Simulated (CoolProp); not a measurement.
R236EA along the isobar 838 kPa: density (kg/m³) from the reference equation and from simpler models built on Tc = 412.4 K, pc = 3414 kPa, ω = 0.368; each cubic takes its own stable root.

Computed with CoolProp (reference Helmholtz-energy equation of state, Rui 2013).

```csv
T (K),phase,reference
268,liquid,1520
278.3,liquid,1490
288.6,liquid,1459
298.9,liquid,1427
309.2,liquid,1393
319.4,liquid,1358
329.7,liquid,1320
340,liquid,1280
350.3,gas,53.40
360.6,gas,50.47
370.9,gas,48.01
381.1,gas,45.91
391.4,gas,44.04
401.7,gas,42.38
412,gas,40.87
```

Problem. How far does each simpler model (van der Waals, Redlich-Kwong, Soave-Redlich-Kwong, Peng-Robinson) lie from the reference over these 15 states: mean and median of the absolute difference, and the worst?

Solution. 
- van der Waals: mean 38.0 %, median 40.6 %, worst -96.0 % at 340 K and 838 kPa
- Redlich-Kwong: mean 13.8 %, median 13.1 %, worst -95.8 % at 340 K and 838 kPa
- Soave-Redlich-Kwong: mean 5.3 %, median 8.6 %, worst -11.0 % at 340 K and 838 kPa
- Peng-Robinson: mean 1.7 %, median 1.0 %, worst +3.3 % at 278.3 K and 838 kPa

At some of these states van der Waals, Redlich-Kwong gives the other phase, because its saturation line lies elsewhere.
